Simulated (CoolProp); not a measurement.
n-nonane along the isobar 0.626 MPa: Z from the reference equation and from simpler models built on Tc = 594.5 K, pc = 2.282 MPa, ω = 0.443; each cubic takes its own stable root.

The numbers come from the reference Helmholtz-energy equation of state, Lemmon 2006 in CoolProp. It is a short technical equation, of lower accuracy than the large ones.

```json
[
 {"T (K)": "362.4", "phase": "liquid", "reference": "0.04018"},
 {"T (K)": "375", "phase": "liquid", "reference": "0.03945"},
 {"T (K)": "387.6", "phase": "liquid", "reference": "0.03880"},
 {"T (K)": "400.2", "phase": "liquid", "reference": "0.03822"},
 {"T (K)": "412.8", "phase": "liquid", "reference": "0.03772"},
 {"T (K)": "425.4", "phase": "liquid", "reference": "0.03729"},
 {"T (K)": "438", "phase": "liquid", "reference": "0.03694"},
 {"T (K)": "450.7", "phase": "liquid", "reference": "0.03665"},
 {"T (K)": "463.3", "phase": "liquid", "reference": "0.03645"},
 {"T (K)": "475.9", "phase": "liquid", "reference": "0.03634"}
]
```

**Question.** How far does each simpler model (van der Waals, Redlich-Kwong) lie from the reference over these 10 states: mean and median of the absolute difference, and the worst?

**Answer.** 
- van der Waals: mean 705.8 %, median 82.1 %, worst +2207.1 % at 475.9 K and 0.626 MPa
- Redlich-Kwong: mean 26.0 %, median 25.5 %, worst +29.4 % at 475.9 K and 0.626 MPa

At some of these states van der Waals gives the other phase, because its saturation line lies elsewhere.
